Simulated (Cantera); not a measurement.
A closed system holds: 1 mol Ta, 11 mol H₂O, 260 mol H₂, equilibrated at 1525 °C and 0.150 bar.

Cantera equilibrium calculation (NASA polynomials, part measured and part estimated; ideal gas, pure solids and liquids). Candidate condensed phases: H₂O, Ta, Ta₂O₅; 12 gas species. The numbers say what is thermodynamically allowed, not how fast it happens.

Base state: H₂ 0.968, H₂O 0.0313, H 0.000894 (mole fractions); condensed: Ta₂O₅(s).

Problem. What changes in the equilibrium state with this change: Ta replaced by Cr?

Solution. 
| species | before | after |
|---|---|---|
| H₂ | 0.968 | 0.964 |
| H₂O | 0.0313 | 0.0351 |
| H | 0.000894 | 0.000893 |
| Cr | 0 | 4.45e-5 |
| Ta₂O₅(s), mol | 0.500 | 0 |
| Cr₂O₃(s), mol | 0 | 0.494 |
Further candidate phases: Cr, Cr₂O₃.
